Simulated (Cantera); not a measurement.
A closed system holds: 1 mol SiC, 0.43 mol C, 0.069 mol N2, 0.00043 mol NH3, at 75.0 Torr.

Equilibrium computed with Cantera from the NASA thermochemical tables; the gas is ideal and each condensed phase is pure. Candidate condensed phases: C, C6H6, C7H8, C8H18, Si, SiC, Si3N4; 105 gas species. The tables' values for SiN are old estimates; treat these amounts as uncertain. Rates play no part.

x: gas mole fraction; n: condensed amount in mol.

```csv
T (°C),x N2,x Si,x H2,x H,x HCN,x SiC2,x Si2C,n C(graphite),n SiC(s)
1650,0.990,6.92e-6,0.00857,0.000276,0.000991,1.97e-7,1.35e-7,0.430,1.000
1750,0.990,3.39e-5,0.00818,0.000543,0.00145,1.56e-6,1.02e-6,0.430,1.000
1850,0.989,0.000143,0.00764,0.000991,0.00202,1.01e-5,6.38e-6,0.430,1.000
1950,0.988,0.000529,(withheld),0.00168,0.00268,5.54e-5,3.35e-5,0.430,1.000
2050,0.985,0.00174,(withheld),0.00266,0.00337,0.000260,0.000152,0.430,1.000
2150,0.979,0.00521,(withheld),0.00393,0.00402,0.00107,0.000606,0.430,0.999
2250,0.964,0.0142,(withheld),0.00537,0.00450,0.00394,0.00216,0.431,0.998
```

**Question.** Some entries are withheld; supply them.

**Answer.** 
- 1950, x H2: 0.00690
- 2050, x H2: 0.00598
- 2150, x H2: 0.00490
- 2250, x H2: 0.00373
